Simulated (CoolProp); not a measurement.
Properties of R1132(E) at several states.

The numbers come from the reference Helmholtz-energy equation of state, Akasaka 2024 in CoolProp.

```csv
T (K),p (MPa),phase,density (kg/m³),speed of sound (m/s),expansivity (1/kK)
359.1,0.0128,gas,0.2747,230.6,2.792
351,3.2,gas,94.08,186.9,7.509
265.7,0.248,gas,7.515,195.0,4.371
270.6,6.5,liquid,1030,704.2,2.684
326.4,0.872,gas,22.31,208.5,4.015
```
